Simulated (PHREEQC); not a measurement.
A solution holds 150 mmol/kgw NiSO4 and 25 mmol/kgw NaHCO3, at 85 °C. Closed to the air; pH follows from the charge balance.

All values are PHREEQC results (ion-association model, wateq4f.dat), not measurements.

| quantity | before | after |
|---|---|---|
| pH | 5.71 | 5.51 |
| ionic strength (mol/kgw) | 0.296 | 0.288 |

Problem. Which change was made?
A. NiSO4 left out
B. NiSO4 from 0.15 to 0.165 mol/kgw
C. NaHCO3 left out
D. NaHCO3 from 0.025 to 0.0275 mol/kgw

Solution. C, NaHCO3 left out

This is a speciation only: nothing precipitates in the calculation. At this temperature some constants are extrapolated from 25 °C, and those without enthalpy data are left unchanged.
